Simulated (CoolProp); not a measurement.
Nitrous oxide along the isobar 41500 kPa: fugacity coefficient from the reference equation and from simpler models built on Tc = 36.4 °C, pc = 7245 kPa, ω = 0.161; each cubic takes its own stable root.

Model: reference Helmholtz-energy equation of state, Lemmon 2006, in CoolProp. It is a short technical equation, of lower accuracy than the large ones.

```tsv
T (°C)	phase	reference	van der Waals	Soave-Redlich-Kwong	Peng-Robinson
-11.75	liquid	0.09661	0.2011	0.1042	0.09291
2.95	liquid	0.1315	0.2347	0.1423	0.1270
17.55	liquid	0.1712	0.2690	0.1860	0.1660
32.15	liquid	0.2151	0.3038	0.2343	0.2095
46.75	supercritical	0.2622	0.3389	0.2863	0.2563
61.35	supercritical	0.3114	0.3738	0.3407	0.3055
75.95	supercritical	0.3616	0.4084	0.3961	0.3559
90.55	supercritical	0.4119	0.4425	0.4515	0.4065
105.15	supercritical	0.4613	0.4757	0.5058	0.4563
119.75	supercritical	0.5093	0.5080	0.5582	0.5046
134.35	supercritical	0.5552	0.5392	0.6081	0.5509
149.05	supercritical	0.5989	0.5695	0.6554	0.5950
163.65	supercritical	0.6397	0.5983	0.6991	0.6361
```
